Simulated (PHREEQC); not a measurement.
A PHREEQC speciation (ion-association model, phreeqc.dat) at 25 °C gives pH 4.25 and these molalities:

| species | mol/kgw |
|---|---|
| SO4-2 | 0.0535 |
| Cu+2 | 0.0424 |
| CuSO4 | 0.0416 |
| Na+ | 0.0241 |
| NaSO4- | 0.00188 |
| HSO4- | 0.000115 |
| H+ | 7.13e-5 |
| Cu2(OH)2+2 | 8.29e-6 |
| CuOH+ | 3.38e-6 |
| Cu(OH)2 | 8.46e-8 |

Task: What are the element totals, and what could have been dissolved in 1 kg of water to give them?

Result: This is not unique; one that fits is totals Cu(2) 0.0840, Na 0.0260, S(6) 0.0971 mol/kgw, from 0.084 mol CuSO4, 8.3e-05 mol H2SO4 and 0.013 mol Na2SO4 per kg of water.

No solid was allowed to form.
